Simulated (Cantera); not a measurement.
A perfectly stirred reactor is fed with CH₄ : H₂ : O₂ : N₂ = 1 : 0.078 : 1.7 : 10 (molar parts), equivalence ratio 1.2, at 5.20 bar; it is adiabatic with a 600 K inlet, and is followed from long to short residence time, starting on the burning branch (τ in s: 0.37, 0.13, 0.043, 0.015, 0.005, 0.0017, 0.00059, 0.0002, 6.9e-05).

Detailed kinetics in Cantera: GRI-Mech 3.0 (53 species, 325 reactions).

**Question.** Predict: blow-out, bracketed by the residence times tried; x(CH₄) at τ = 0.370 s; x(H₂) at τ = 0.370 s; x(O₂) at τ = 0.370 s; x(O) at τ = 0.370 s; x(CH₄) at τ = 5.00 ms; x(H₂) at τ = 5.00 ms; x(O₂) at τ = 5.00 ms; x(O) at τ = 5.00 ms; x(C₂H) at τ = 5.00 ms.

**Answer.** 
```json
{
  "blow_out_bracketed_by_the_residence_times_tried": "burning at 0.590 ms, out at 0.200 ms",
  "x(CH₄) at τ = 0.370 s": "0.000119",
  "x(H₂) at τ = 0.370 s": "0.0208",
  "x(O₂) at τ = 0.370 s": "4.90e-5",
  "x(O) at τ = 0.370 s": "2.73e-7",
  "x(CH₄) at τ = 5.00 ms": "0.00103",
  "x(H₂) at τ = 5.00 ms": "0.0187",
  "x(O₂) at τ = 5.00 ms": "0.00157",
  "x(O) at τ = 5.00 ms": "4.30e-6",
  "x(C₂H) at τ = 5.00 ms": "5.00e-8"
}
```
